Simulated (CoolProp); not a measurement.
Vapour-liquid equilibrium of R143a (1) + isobutene (2) at -78.45 °C; x and y are mole fractions of (1).

Model: multi-fluid Helmholtz-energy mixture model, Lemmon and Jacobsen 2000 and Lemmon 2005; pair parameters Bell 2016, in CoolProp.

| x | bubble pressure (bar) | y at the bubble point | dew pressure at overall composition x (bar) | liquid density (mol/L) |
|---|---|---|---|---|
| 0.05 | 0.05389 | 0.680 | 0.01894 | 12.61 |
| 0.125 | 0.08886 | 0.816 | 0.02053 | 12.74 |
| 0.2 | 0.1096 | 0.858 | 0.02241 | 12.88 |
| 0.275 | 0.1221 | 0.877 | 0.02467 | 13.02 |
| 0.35 | 0.1299 | 0.888 | 0.02743 | 13.17 |
| 0.425 | 0.1353 | 0.896 | 0.03089 | 13.33 |
| 0.5 | 0.1395 | 0.902 | 0.03535 | 13.49 |
| 0.575 | 0.1434 | 0.908 | 0.04129 | 13.67 |
| 0.65 | 0.1474 | 0.916 | 0.04961 | 13.85 |
| 0.725 | 0.1520 | 0.925 | 0.06208 | 14.04 |
| 0.8 | 0.1573 | 0.938 | 0.08262 | 14.25 |
| 0.875 | 0.1632 | 0.955 | 0.1207 | 14.46 |
| 0.95 | 0.1699 | 0.979 | 0.1615 | 14.69 |

No azeotrope shows between x = 0.05 and 0.95.

The pair parameters rest on a limited set of measurements; away from them the model extrapolates. With so large a gap from Raoult's law the liquid may split in two, which this calculation doesn't test in full.
